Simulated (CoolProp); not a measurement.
The fluid at 620 K and 0.197 MPa is throttled through a valve to 0.103 MPa with no heat exchange. The same conditions are run with several fluids, on thermodynamics alone (safety and materials aside).

The numbers come from the reference Helmholtz-energy equation of state of each fluid (sulfur hexafluoride: Guder 2009; n-decane: Lemmon 2006; n-pentane: Thol 2019; ethane: Bücker 2006; carbonyl sulfide: Lemmon 2006) in CoolProp.

```json
[
 {"fluid": "sulfur hexafluoride", "temperature change (K)": "-0.1", "final density (kg/m³)": "…"},
 {"fluid": "n-decane", "temperature change (K)": "…", "final density (kg/m³)": "…"},
 {"fluid": "n-pentane", "temperature change (K)": "…", "final density (kg/m³)": "…"},
 {"fluid": "ethane", "temperature change (K)": "-0.1", "final density (kg/m³)": "…"},
 {"fluid": "carbonyl sulfide", "temperature change (K)": "…", "final density (kg/m³)": "…"}
]
```

Complete the blanks.


- sulfur hexafluoride, final density (kg/m³): 2.92
- n-decane, temperature change (K): -0.8
- n-decane, final density (kg/m³): 2.90
- n-pentane, temperature change (K): -0.3
- n-pentane, final density (kg/m³): 1.45
- ethane, final density (kg/m³): 0.601
- carbonyl sulfide, temperature change (K): -0.4
- carbonyl sulfide, final density (kg/m³): 1.20
